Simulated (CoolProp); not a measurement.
Vapour-liquid equilibrium of propylene (1) + R142b (2) at -59.85 °C; x and y are mole fractions of (1).

Values from CoolProp's multi-fluid Helmholtz-energy mixture model, Lemmon 2013 and Lemmon 2006; pair parameters Bell 2016.

| x | bubble pressure (kPa) | y at the bubble point | dew pressure at overall composition x (kPa) | liquid density (mol/L) |
|---|---|---|---|---|
| 0.05 | 10.45 | 0.343 | 7.548 | 13.04 |
| 0.2 | 19.92 | 0.707 | 8.799 | 13.30 |
| 0.35 | 28.38 | 0.828 | 10.55 | 13.55 |
| 0.5 | 35.61 | 0.889 | 13.15 | 13.82 |
| 0.65 | 41.90 | 0.928 | 17.47 | 14.11 |
| 0.8 | 47.77 | 0.959 | 25.86 | 14.41 |
| 0.95 | 53.84 | 0.989 | 45.99 | 14.74 |

No azeotrope shows between x = 0.05 and 0.95.

Pair parameters are fitted to limited data, so mixtures are less certain than the pure fluids.
